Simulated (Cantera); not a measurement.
## Thermodynamics of calcination and drying, feed MgSO4 + CO2 + C

A closed system holds: 1 mol MgSO4, 0.26 mol CO2, 0.0096 mol C, at 1025 K and 10.0 Torr.

These are equilibrium values from Cantera (NASA tables, ideal gas, pure condensed phases), not measurements of a reactor. Candidate condensed phases: C, Mg, MgCO3, MgO, MgS, MgSO4, S; 26 gas species. Mutual solubility and eutectic melting of coexisting phases are not modelled. Rates play no part.

| Property | Value |
|---|---|
| x(CO2) | 0.918 |
| x(SO2) | 0.0759 |
| x(O2) | 0.00526 |
| x(SO3) | 0.000862 |
| n(MgO(s)) | 0.0225 mol |
| n(MgSO4(s)) | 0.977 mol |
| gas amount | 0.2937 mol |
| log10 activity of S(l) (absent) | -13.88 |
| log10 activity of C(graphite) (absent) | -17.93 |
| log10 activity of Mg(l) (absent) | -22.90 |
